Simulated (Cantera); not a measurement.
Input (Python, Cantera):

```python
import numpy as np
import cantera as ct

gas = ct.Solution("gri30.yaml")
gas.TPX = 1275, 1333, {'H2': 0.11, 'O2': 1, 'N2': 0.12}
reactor = ct.IdealGasConstPressureReactor(gas, energy="off", clone=False)
net = ct.ReactorNet([reactor])
net.rtol, net.atol = 1e-08, 1e-18
show = ['H2', 'O2', 'OH', 'O', 'NO2']
times = np.geomspace(2e-06, 5, 10)

steps = ct.SolutionArray(gas, extra=["t"])
rows = []
print(f"{'t/s':>10s}{'T/K':>9s}{'P/Pa':>11s}" + "".join(f"{s:>11s}" for s in show))
for t in times:
    while net.time < t:
        t_next = net.step()
        steps.append(gas.state, t=t_next)
    rows.append([np.interp(t, steps.t, y) for y in (steps.T, steps.P, *steps(*show).X.T)])
    print(f"{t:10.3e}{rows[-1][0]:9.1f}{rows[-1][1]:11.4g}" + "".join(f"{x:11.3e}" for x in rows[-1][2:]))
rate = np.gradient(steps.T, steps.t)
print("integrator steps:", len(steps.t))
if steps.T.max() > steps.T[0] + 200:
    print(f"time of steepest temperature rise: {steps.t[rate.argmax()]:.4e} s")
gas.TPX = 1275, 1333, {'H2': 0.11, 'O2': 1, 'N2': 0.12}
gas.equilibrate("TP")
print(f"equilibrium (TP): T = {gas.T:.1f} K  " + "  ".join(f"{s} {gas[s].X[0]:.3e}" for s in show))
```

It prints:

```
       t/s      T/K       P/Pa         H2         O2         OH          O        NO2
 2.000e-06   1275.0       1333  8.943e-02  8.130e-01  1.326e-11  1.337e-11  1.028e-33
 1.028e-05   1275.0       1333  8.943e-02  8.130e-01  3.083e-10  3.218e-10  1.022e-30
 5.282e-05   1275.0       1333  8.943e-02  8.130e-01  5.337e-09  6.400e-09  1.822e-27
 2.714e-04   1275.0       1333  8.943e-02  8.130e-01  1.839e-07  2.605e-07  5.895e-24
 1.395e-03   1275.0       1333  2.454e-02  7.690e-01  1.069e-02  2.831e-02  1.988e-14
 7.169e-03   1275.0       1333  2.257e-03  7.568e-01  6.380e-03  4.360e-02  2.777e-12
 3.684e-02   1275.0       1333  1.044e-03  7.840e-01  4.405e-03  1.860e-02  1.368e-11
 1.893e-01   1275.0       1333  9.843e-05  8.021e-01  1.365e-03  1.688e-03  7.666e-11
 9.729e-01   1275.0       1333  5.291e-06  8.040e-01  3.184e-04  9.095e-05  2.011e-10
 5.000e+00   1275.0       1333  4.769e-07  8.042e-01  9.600e-05  8.252e-06  2.530e-10
integrator steps: 1668
equilibrium (TP): T = 1275.0 K  H2 5.024e-08  O2 8.041e-01  OH 3.122e-05  O 8.730e-07  NO2 6.434e-07
```

Detailed kinetics in Cantera: GRI-Mech 3.0 (53 species, 325 reactions). Radical loss at walls, strong at low pressure, is not modelled. The temperature is held fixed by assumption; the heat of reaction is taken as removed at once.
